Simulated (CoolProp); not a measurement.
Vapour-liquid equilibrium of trans-2-butene (1) + acetone (2) at 9.58 bar; x and y are mole fractions of (1).

Computed with CoolProp (multi-fluid Helmholtz-energy mixture model, Lemmon 2005 and Lemmon 2006; pair parameters Bell 2016).

```csv
x,"bubble temperature, mixture model (°C)","bubble temperature, Raoult's law (°C)","y, mixture model","y, Raoult's law"
0.05,131.7,135.8,0.188,0.151
0.2,110.0,121.8,0.541,0.474
0.35,97.4,110.4,0.699,0.673
0.5,90.3,100.9,0.780,0.801
0.65,85.7,92.9,0.836,0.887
0.8,82.1,86.1,0.891,0.946
0.95,79.1,80.1,0.966,0.989
```

The largest gap from Raoult's law is -13.0 K in bubble temperature, at x = 0.35. No azeotrope shows between x = 0.05 and 0.95.

Pair parameters are fitted to limited data, so mixtures are less certain than the pure fluids.
